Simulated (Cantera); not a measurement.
## Hydrocarbon pyrolysis for carbon deposition

A perfectly stirred reactor is fed with 0.990 % CH4, 99.0 % N2, at 10.00 Torr; it is held at 1825 K, and followed from long to short residence time.

Cantera simulation using GRI-Mech 3.0 (53 species, 325 reactions); the numbers are that mechanism's predictions, not measurements. GRI-Mech 3.0 stops at C3 and has no aromatics, soot or wall deposition, so with more carbon than oxygen in the feed, carbon stays in small species such as C2H2 where larger ones or solid carbon would form. Radical loss at walls, strong at low pressure, is not modelled.

```csv
τ (s),x CH4,x HCN,x CH2,x CH3,x C2H2
4.1,0.000632,0.000161,8.53e-7,0.000102,0.00445
1.4,0.00135,5.48e-5,1.12e-6,0.000176,0.00409
0.47,0.00273,1.63e-5,1.36e-6,0.000288,0.00332
0.16,0.00493,3.75e-6,1.42e-6,0.000416,0.00208
0.055,0.00766,4.26e-7,1.05e-6,0.000456,0.000681
0.019,0.00942,1.41e-8,3.64e-7,0.000273,5.18e-5
0.0063,0.00979,4.84e-10,6.63e-8,9.87e-5,1.04e-6
0.0021,0.00987,2.47e-11,1.09e-8,3.25e-5,1.43e-8
0.00073,0.00989,1.74e-12,1.64e-9,1.06e-5,1.91e-10
```
x: mole fraction; the columns are a selection and need not sum to one.
